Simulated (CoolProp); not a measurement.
o-xylene at 440.12 K and 0.0514 MPa is throttled through a valve to 0.0212 MPa with no heat exchange. Each further row changes one setting.

Computed with CoolProp (reference Helmholtz-energy equation of state, Zhou 2012).

```json
[
 {"case": "as stated", "temperature change (K)": "…", "final density (kg/m³)": "0.621"},
 {"case": "outlet pressure 0.00636 MPa", "temperature change (K)": "…", "final density (kg/m³)": "0.185"},
 {"case": "outlet pressure 0.0276 MPa", "temperature change (K)": "-0.7", "final density (kg/m³)": "…"}
]
```

Task: Fill in the missing entries.

Result: 
- as stated, temperature change (K): -0.9
- outlet pressure 0.00636 MPa, temperature change (K): -1.3
- outlet pressure 0.0276 MPa, final density (kg/m³): 0.810
